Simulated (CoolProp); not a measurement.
Isobutene along the isotherm 173.85 °C: Z from the reference equation and from simpler models built on Tc = 144.9 °C, pc = 40.16 bar, ω = 0.193; each cubic takes its own stable root.

The numbers come from the reference Helmholtz-energy equation of state, Lemmon 2005 in CoolProp. It is a short technical equation, of lower accuracy than the large ones.

```tsv
p (bar)	phase	reference	van der Waals	Redlich-Kwong	Peng-Robinson
15.4	gas	0.8849	0.8945	0.8850	0.8754
30.9	gas	0.7463	0.7608	0.7473	0.7328
46.3	supercritical	0.5691	0.5526	0.5646	0.5602
61.8	supercritical	0.3651	0.3980	0.3881	0.3932
77.2	supercritical	0.3488	0.4363	0.3908	0.3755
92.7	supercritical	0.3800	0.4892	0.4236	0.3989
108	supercritical	0.4183	0.5443	0.4622	0.4307
124	supercritical	0.4607	0.6028	0.5045	0.4671
139	supercritical	0.5012	0.6576	0.5447	0.5022
154	supercritical	0.5418	0.7122	0.5850	0.5377
170	supercritical	0.5850	0.7701	0.6278	0.5756
185	supercritical	0.6253	0.8240	0.6677	0.6111
201	supercritical	0.6680	0.8811	0.7100	0.6488
```
